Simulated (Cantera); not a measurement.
Charge: 1 mol SiCl4, 1.5 mol NH3, held at 1000 K and 0.120 bar.

Cantera equilibrium calculation (NASA polynomials, part measured and part estimated; ideal gas, pure solids and liquids). Candidate condensed phases: NH4Cl, Si, Si3N4; 28 gas species. The tables' values for SiCl3 are old estimates; treat these amounts as uncertain. Equilibrium is a limit: real reactors are often held back by kinetics, nucleation or transport.

Base state: HCl 0.402, H2 0.342, SiCl4 0.140, N2 0.114, SiHCl3 0.000842, SiCl3 7.23e-5 (mole fractions); condensed: Si3N4(s).

Question: What changes in the equilibrium state with this change: temperature from 1000 K to 1900 K?

Answer: 
| species | before | after |
|---|---|---|
| HCl | 0.402 | 0.383 |
| H2 | 0.342 | 0.262 |
| SiCl2 | 9.02e-7 | 0.183 |
| SiCl4 | 0.140 | 0.00184 |
| SiCl3 | 7.23e-5 | 0.0158 |
| N2 | 0.114 | 0.151 |
| Cl | 4.19e-9 | 0.00129 |
| H | 3.83e-9 | 0.00117 |
| SiCl | <1e-9 | 0.000163 |
| Si | <1e-9 | 1.28e-5 |
| Si3N4(s), mol | 0.138 | 0 |
The tables' values for SiCl3, SiCl are old estimates; treat these amounts as uncertain.
